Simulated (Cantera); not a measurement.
A closed system holds: 1 mol SiCl₄, 0.73 mol Cl₂, 0.88 mol H₂, equilibrated at 952 °C and 22.0 bar.

Equilibrium computed with Cantera from the NASA thermochemical tables; the gas is ideal and each condensed phase is pure. Candidate condensed phases: Si; 19 gas species. The tables' values for SiCl₃ are old estimates; treat these amounts as uncertain. Kinetics and transport are ignored.

Base state: HCl 0.561, SiCl₄ 0.382, H₂ 0.0562, SiHCl₃ 0.00119, SiCl₃ 0.000196 (mole fractions); condensed: gas only.

### Question
What changes in the equilibrium state with this change: H₂ from 0.88 to 0.48 mol?

### Answer
```tsv
species	before	after
SiCl₄	0.382	0.452
HCl	0.561	0.434
Cl₂	1.08e-8	0.113
H₂	0.0562	3.23e-9
SiHCl₃	0.00119	<1e-9
Cl	1.35e-7	0.000437
SiCl₃	0.000196	7.20e-8
```
